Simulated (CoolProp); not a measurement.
The fluid at 298.15 K and 0.505 MPa is throttled through a valve to 0.035 MPa with no heat exchange. The same conditions are run with several fluids, on thermodynamics alone (safety and materials aside).

Model: reference Helmholtz-energy equation of state of each fluid (R1336mzz(E): Akasaka 2023; methanol: de Reuck 1993; R1336mzz(Z): McLinden 2020; R245fa: Akasaka 2015), in CoolProp.

Task: Rank R1336mzz(E), methanol, R1336mzz(Z), R245fa by temperature change (K), highest first.

Result: methanol (+0.2), R1336mzz(Z) (-17.6), R245fa (-33.9), R1336mzz(E) (-40.7)

```tsv
fluid	final phase	final density (kg/m³)
R1336mzz(E)	two-phase, vapour fraction 0.301	9.07
methanol	liquid	786
R1336mzz(Z)	two-phase, vapour fraction 0.121	20.6
R245fa	two-phase, vapour fraction 0.208	10.4
```
